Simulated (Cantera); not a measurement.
**Low-pressure radical oxidation in H2/O2**

A perfectly stirred reactor is fed with H₂ : O₂ = 0.089 : 1 (molar parts), equivalence ratio 0.044, at 20.0 Torr; it is held at 975 K, and followed from long to short residence time.

Model: GRI-Mech 3.0 (53 species, 325 reactions), integrated in Cantera. Radical loss at walls, strong at low pressure, is not modelled. The temperature is held fixed by assumption; the heat of reaction is taken as removed at once.

```
τ (s)       x H₂   x O₂       x O   x H₂O₂      x OH   x H₂O       x H
------  --------  -----  --------  -------  --------  ------  --------
5.2     0.000258  0.915  0.000178  1.96e-7  0.000143  0.0848   9.25e-6
1.9     0.000469  0.914  0.000335  2.50e-7  0.000207  0.0846   2.53e-5
0.72    0.000818  0.914  0.000605  3.12e-7  0.000302  0.0841   6.62e-5
0.27     0.00141  0.914   0.00107  3.88e-7  0.000450  0.0833  0.000175
0.098    0.00246  0.913   0.00189  4.80e-7  0.000689  0.0819  0.000470
0.036    0.00424  0.911   0.00323  5.78e-7   0.00105  0.0794   0.00122
0.014    0.00705  0.908   0.00516  6.63e-7   0.00155  0.0752   0.00289
0.0050    0.0123  0.904   0.00800  7.25e-7   0.00226  0.0671   0.00666
0.0019    0.0211  0.899    0.0105  7.40e-7   0.00294  0.0546    0.0118
```
x: mole fraction; the columns are a selection and need not sum to one.
